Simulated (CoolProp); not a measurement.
Computed with CoolProp (reference Helmholtz-energy equation of state, Tillner-Roth 1997).

Problem. Give the vapour pressure (bar), liquid density (kg/m³), vapour density (kg/m³), liquid cp (kJ/(kg K)) of saturated CH2F2 (R32) at 224.3, 248.2 K.

Solution. 
| T (K) | p (bar) | liquid density (kg/m³) | vapour density (kg/m³) | liquid cp (kJ/(kg K)) |
|---|---|---|---|---|
| 224.3 | 1.17 | 1210 | 3.41 | 1.59 |
| 248.2 | 3.35 | 1140 | 9.28 | 1.65 |
